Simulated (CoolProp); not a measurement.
The numbers come from the reference Helmholtz-energy equation of state, Thol 2015 in CoolProp.

### Question
For octamethylcyclotetrasiloxane (D4), give the phase and the isothermal compressibility (1/MPa), fugacity coefficient at 483 K and 16.7 bar; 559.1 K and 16.7 bar.

### Answer
- 483 K and 16.7 bar: liquid; isothermal compressibility 0.00987, fugacity coefficient 0.137
- 559.1 K and 16.7 bar: liquid; isothermal compressibility 0.0507, fugacity coefficient 0.419
